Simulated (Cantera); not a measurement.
A closed system holds: 1 mol TiO2, 3.5 mol CH4, 0.13 mol CO, equilibrated at 2225 K and 10.0 Torr.

These are equilibrium values from Cantera (NASA tables, ideal gas, pure condensed phases), not measurements of a reactor. Candidate condensed phases: C, C6H6, C7H8, C8H18, H2O, Ti, TiC, TiO, TiO2, Ti2O3, Ti3O5, Ti4O7; 113 gas species. TiC: taken at fixed stoichiometry. Kinetics and transport are ignored.

Base state: H2 0.722, CO 0.228, H 0.0477, C2H2 (acetylene) 0.00212 (mole fractions); condensed: C(graphite) + TiC(s).

**Question.** What changes in the equilibrium state with this change: pressure from 10.0 Torr to 1.00 Torr?

**Answer.** 
```json
[
 {"species": "H2", "before": "0.722", "after": "0.639"},
 {"species": "CO", "before": "0.228", "after": "0.217"},
 {"species": "H", "before": "0.0477", "after": "0.142"},
 {"species": "Ti", "before": "2.85e-6", "after": "2.85e-5"},
 {"species": "C2H", "before": "5.19e-6", "after": "1.54e-5"},
 {"species": "C2H2 (acetylene)", "before": "0.00212", "after": "0.00188"},
 {"species": "C(graphite), mol", "before": "0.460", "after": "0.463"},
 {"species": "TiC(s), mol", "before": "1.000", "after": "1.000"}
]
```
